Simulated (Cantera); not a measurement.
Input: 1 mol SiC, 2.3 mol H2O, 280 mol H2, at 1400 K and 0.810 Pa.

Method: chemical equilibrium by Gibbs-energy minimisation in Cantera with the NASA 1993 tables (ideal gas, pure condensed phases). Candidate condensed phases: C, C6H6, C7H8, C8H18, H2O, Si, SiC, SiO2; 123 gas species. The numbers say what is thermodynamically allowed, not how fast it happens.

Base state: H2 0.990, SiO 0.00351, CO 0.00351, H 0.00170, H2O 0.00105 (mole fractions); condensed: gas only.

Task: What changes in the equilibrium state with this change: temperature from 1400 K to 2200 K?

Result: 
```tsv
species	before	after
H	0.00170	0.822
H2	0.990	0.173
SiO	0.00351	0.00207
O	<1e-9	0.000354
OH	3.59e-8	0.000107
```
